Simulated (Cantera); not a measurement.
What does this Cantera script print?

```python
import numpy as np
import cantera as ct

gas = ct.Solution("gri30.yaml")
gas.TPX = 1900, 27000, {'NO': 1, 'N2': 4.3}
reactor = ct.IdealGasConstPressureReactor(gas, energy="off", clone=False)
net = ct.ReactorNet([reactor])
net.rtol, net.atol = 1e-08, 1e-18
show = ['NO', 'N2', 'N2O', 'NO2', 'O2', 'O']
times = np.geomspace(4e-06, 8, 10)

steps = ct.SolutionArray(gas, extra=["t"])
rows = []
print(f"{'t/s':>10s}{'T/K':>9s}{'P/Pa':>11s}" + "".join(f"{s:>11s}" for s in show))
for t in times:
    while net.time < t:
        t_next = net.step()
        steps.append(gas.state, t=t_next)
    rows.append([np.interp(t, steps.t, y) for y in (steps.T, steps.P, *steps(*show).X.T)])
    print(f"{t:10.3e}{rows[-1][0]:9.1f}{rows[-1][1]:11.4g}" + "".join(f"{x:11.3e}" for x in rows[-1][2:]))
rate = np.gradient(steps.T, steps.t)
print("integrator steps:", len(steps.t))
if steps.T.max() > steps.T[0] + 200:
    print(f"time of steepest temperature rise: {steps.t[rate.argmax()]:.4e} s")
gas.TPX = 1900, 27000, {'NO': 1, 'N2': 4.3}
gas.equilibrate("TP")
print(f"equilibrium (TP): T = {gas.T:.1f} K  " + "  ".join(f"{s} {gas[s].X[0]:.3e}" for s in show))
```

Output:

```
       t/s      T/K       P/Pa         NO         N2        N2O        NO2         O2          O
 4.000e-06   1900.0    2.7e+04  1.887e-01  8.113e-01  2.078e-08  5.770e-11  1.928e-12  2.075e-08
 2.005e-05   1900.0    2.7e+04  1.887e-01  8.113e-01  1.039e-07  1.429e-09  4.822e-11  1.032e-07
 1.005e-04   1900.0    2.7e+04  1.887e-01  8.113e-01  5.142e-07  3.328e-08  1.183e-09  4.979e-07
 5.040e-04   1900.0    2.7e+04  1.887e-01  8.113e-01  2.415e-06  6.050e-07  2.849e-08  2.218e-06
 2.526e-03   1900.0    2.7e+04  1.886e-01  8.113e-01  8.906e-06  6.118e-06  9.775e-07  1.051e-05
 1.267e-02   1900.0    2.7e+04  1.885e-01  8.114e-01  1.526e-05  2.126e-05  4.358e-05  3.154e-05
 6.350e-02   1900.0    2.7e+04  1.878e-01  8.117e-01  1.531e-05  2.328e-05  3.798e-04  3.434e-05
 3.183e-01   1900.0    2.7e+04  1.844e-01  8.134e-01  1.468e-05  2.852e-05  2.092e-03  4.187e-05
 1.596e+00   1900.0    2.7e+04  1.669e-01  8.222e-01  1.183e-05  4.367e-05  1.080e-02  6.798e-05
 8.000e+00   1900.0    2.7e+04  9.668e-02  8.573e-01  3.882e-06  4.863e-05  4.588e-02  1.264e-04
integrator steps: 555
equilibrium (TP): T = 1900.0 K  NO 4.085e-03  N2 9.035e-01  N2O 1.290e-07  NO2 2.890e-06  O2 9.220e-02  O 1.754e-04
```

Detailed kinetics in Cantera: GRI-Mech 3.0 (53 species, 325 reactions).
